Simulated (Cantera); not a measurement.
Charge: 1 mol Si2Cl6, 3.7 mol NH3, held at 22.0 mbar.

These are equilibrium values from Cantera (NASA tables, ideal gas, pure condensed phases), not measurements of a reactor. Candidate condensed phases: NH4Cl, Si, Si3N4; 28 gas species. The feed counts by its element totals alone. The tables' values for SiCl3, SiCl, SiN are old estimates; treat these amounts as uncertain. Gases not in the tables: Si2H6 and higher silanes. Equilibrium is a limit: real reactors are often held back by kinetics, nucleation or transport.

x: gas mole fraction; n: condensed amount in mol.

```
T (°C)  x HCl   x H2   x SiCl2    x N2   x SiCl4   x SiCl3       x H  n Si3N4(s)
------  -----  -----  --------  ------  --------  --------  --------  ----------
525     0.355  0.451  5.10e-10   0.113    0.0810   6.04e-7  1.21e-11       0.428
625     0.388  0.433   5.73e-8   0.107    0.0722   9.24e-6  4.85e-10       0.453
725     0.414  0.418   2.45e-6   0.102    0.0652   8.07e-5   9.38e-9       0.472
825     0.434  0.407   5.20e-5  0.0985    0.0593  0.000468   1.06e-7       0.487
925     0.448  0.398  0.000645  0.0962    0.0535   0.00198   8.09e-7       0.496
1025    0.454  0.391         …  0.0966         …   0.00624         …       0.492
1125    0.436  0.388    0.0258   0.104    0.0304    0.0136   1.99e-5       0.448
1225    0.376  0.394    0.0752   0.125    0.0121    0.0169   7.27e-5       0.332
1325        …  0.414         …       …         …    0.0121         …           …
1425    0.202  0.437     0.179   0.174  0.000478   0.00657  0.000644      0.0264
1525    0.188  0.439     0.188   0.178  0.000140   0.00403   0.00157           0
1625    0.190  0.436     0.188   0.178   5.23e-5   0.00269   0.00348           0
1725    0.193  0.430     0.185   0.177   2.18e-5   0.00187   0.00709           0
1825    0.199  0.418     0.178   0.175   1.01e-5   0.00134    0.0134           0
```

Task: Fill in the missing entries.

Result: 
- 1325, x HCl: 0.286
- 1325, x SiCl2: 0.133
- 1325, x N2: 0.151
- 1325, x SiCl4: 0.00274
- 1325, x H: 0.000231
- 1325, n Si3N4(s): 0.172
- 1025, x SiCl2: 0.00514
- 1025, x SiCl4: 0.0453
- 1025, x H: 4.52e-6
